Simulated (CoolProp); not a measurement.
Vapour-liquid equilibrium of propane (1) + toluene (2) at 1.25 bar; x and y are mole fractions of (1).

Values from CoolProp's multi-fluid Helmholtz-energy mixture model, Lemmon 2009 and Lemmon 2006; pair parameters Bell 2016.

| x | bubble temperature, mixture model (K) | bubble temperature, Raoult's law (K) | y, mixture model | y, Raoult's law |
|---|---|---|---|---|
| 0.05 | 316.5 | 333.7 | 0.926 | 0.856 |
| 0.125 | 277.4 | 299.0 | 0.991 | 0.972 |
| 0.2 | 262.6 | 282.1 | 0.997 | 0.990 |
| 0.275 | 254.8 | 271.6 | 0.998 | 0.995 |
| 0.35 | 250.1 | 264.1 | 0.999 | 0.997 |
| 0.425 | 247.1 | 258.4 | 0.999 | 0.998 |
| 0.5 | 245.0 | 253.7 | 0.999 | 0.999 |
| 0.575 | 243.5 | 249.9 | 0.999 | 0.999 |
| 0.65 | 242.3 | 246.7 | 1.000 | 1.000 |
| 0.725 | 241.1 | 243.8 | 1.000 | 1.000 |
| 0.8 | 239.9 | 241.3 | 1.000 | 1.000 |
| 0.875 | 238.6 | 239.1 | 1.000 | 1.000 |
| 0.95 | 237.1 | 237.1 | 1.000 | 1.000 |

The largest gap from Raoult's law is -21.6 K in bubble temperature, at x = 0.125. No azeotrope shows between x = 0.05 and 0.95.

Pair parameters are fitted to limited data, so mixtures are less certain than the pure fluids. With so large a gap from Raoult's law the liquid may split in two, which this calculation doesn't test in full.
